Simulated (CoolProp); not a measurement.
Vapour-liquid equilibrium of R22 (1) + c-C4F8 (RC318) (2) at 1250 kPa; x and y are mole fractions of (1).

Model: multi-fluid Helmholtz-energy mixture model, Kamei 1995 and Platzer 1990; pair parameters Bell 2016, in CoolProp. This equation is an older, rougher fit; its heat capacities, sound speeds and derivatives of the liquid may be far off and weren't checked against measurements.

| x | bubble temperature (°C) | y at the bubble point | dew temperature at overall composition x (°C) | liquid density (mol/L) |
|---|---|---|---|---|
| 0.05 | … | 0.082 | 75.5 | 6.451 |
| 0.15 | … | … | 72.5 | 6.966 |
| 0.25 | 60.3 | 0.457 | 69.0 | 7.546 |
| 0.35 | … | 0.607 | … | 8.157 |
| 0.45 | 45.9 | 0.712 | … | 8.776 |
| 0.55 | 41.2 | 0.781 | 55.6 | 9.409 |
| 0.65 | 37.9 | 0.830 | 49.9 | 10.08 |
| 0.75 | 35.5 | 0.869 | 43.4 | 10.84 |
| 0.85 | 33.7 | 0.909 | 36.6 | 11.74 |
| 0.95 | 32.3 | 0.962 | 32.6 | 12.83 |

Problem. What belongs in the gaps?

Solution. 
- 0.05, bubble temperature (°C): 74.6
- 0.15, bubble temperature (°C): 68.3
- 0.15, y at the bubble point: 0.270
- 0.35, bubble temperature (°C): 52.4
- 0.35, dew temperature at overall composition x (°C): 65.1
- 0.45, dew temperature at overall composition x (°C): 60.6

No azeotrope shows between x = 0.05 and 0.95.

Pair parameters are fitted to limited data, so mixtures are less certain than the pure fluids. The gap from Raoult's law changes sign with composition, which may be real or a fault of the pair parameters; it wasn't checked against measurements.
